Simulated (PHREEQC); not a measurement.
Dissolve 15 mmol/kgw HCl, 72 mmol/kgw NiSO4 and 4.1 mmol/kgw MgSO4 at 25 °C. Closed to the air; pH follows from the charge balance.

The numbers come from PHREEQC with the ion-association model, wateq4f.dat.

```json
[
 {"quantity": "pH", "before": "2.26", "after": "2.99"},
 {"quantity": "ionic strength (mol/kgw)", "before": "0.179", "after": "0.0237"},
 {"quantity": "Ni+2 (mol/kgw)", "before": "0.0427", "after": "0.00543"},
 {"quantity": "SO4-2 (mol/kgw)", "before": "0.0371", "after": "0.00539"},
 {"quantity": "NiSO4 (mol/kgw)", "before": "0.0288", "after": "0.00176"},
 {"quantity": "HSO4- (mol/kgw)", "before": "0.00817", "after": "0.000346"},
 {"quantity": "SI of Morenosite (NiSO4:7H2O)", "before": "-1.46", "after": "-2.68"},
 {"quantity": "SI of Epsomite (MgSO4:7H2O)", "before": "-2.93", "after": "-4.16"}
]
```

**Question.** Which change was made?
(A) HCl from 0.015 to 0.075 mol/kgw
(B) 0.022 mol/kgw CO2 added
(C) HCl left out
(D) diluted 10-fold with water
(E) temperature from 25 to 5 °C

**Answer.** D, diluted 10-fold with water

No solid was allowed to form.
